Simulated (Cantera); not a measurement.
Carbothermic reduction: PbO + CH4 + H2

Feed: 1 mol PbO, 0.4 mol CH4, 0.54 mol H2, held at 1000 Pa.

Cantera equilibrium calculation (NASA polynomials, part measured and part estimated; ideal gas, pure solids and liquids). Candidate condensed phases: C, C6H6, C7H8, C8H18, H2O, Pb, PbO, PbO2, Pb3O4; 113 gas species. Rates play no part.

From 2073 K to 2623 K nothing is condensed. The main Pb-bearing gas is Pb throughout.

```
T (K)   x Pb   x H2  x H2O     x H   x CO     x OH   x CO2       x O
-----  -----  -----  -----  ------  -----  -------  ------  --------
2073   0.361  0.281  0.196  0.0140  0.127  0.00111  0.0182   3.94e-5
2123   0.359  0.278  0.195  0.0189  0.127  0.00164  0.0177   7.93e-5
2173   0.358  0.274  0.194  0.0253  0.127  0.00239  0.0172  0.000155
2223   0.356  0.270  0.192  0.0333  0.126  0.00342  0.0168  0.000292
2273   0.353  0.264  0.189  0.0432  0.126  0.00479  0.0163  0.000537
2323   0.350  0.258  0.185  0.0553  0.125  0.00659  0.0159  0.000961
2373   0.346  0.250  0.179  0.0698  0.125  0.00890  0.0153   0.00167
2423   0.342  0.241  0.172  0.0871  0.123   0.0118  0.0148   0.00283
2473   0.336  0.232  0.163   0.107  0.122   0.0152  0.0141   0.00465
2523   0.330  0.221  0.152   0.131  0.120   0.0191  0.0132   0.00740
2573   0.322  0.209  0.138   0.157  0.118   0.0233  0.0122    0.0114
2623   0.313  0.197  0.122   0.187  0.116   0.0275  0.0110    0.0168
```
x: gas mole fraction; nothing condenses.
